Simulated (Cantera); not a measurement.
Charge: 1 mol SiO₂, 0.0062 mol C, 1.3 mol N₂, held at 4600 Pa.

Cantera equilibrium calculation (NASA polynomials, part measured and part estimated; ideal gas, pure solids and liquids). Candidate condensed phases: C, Si, SiC, SiO₂, Si₂N₂O, Si₃N₄; 56 gas species. Ions and electrons are included (thermal ionisation). The tables' values for SiN are old estimates; treat these amounts as uncertain. Equilibrium is a limit: real reactors are often held back by kinetics, nucleation or transport.

Problem. At 4750 K, list the 6 most abundant gas species with their mole fractions, and the condensed phases.

Solution. O 0.370, N₂ 0.314, SiO 0.146, Si 0.113, N 0.0467, NO 0.00390. Condensed: gas only.
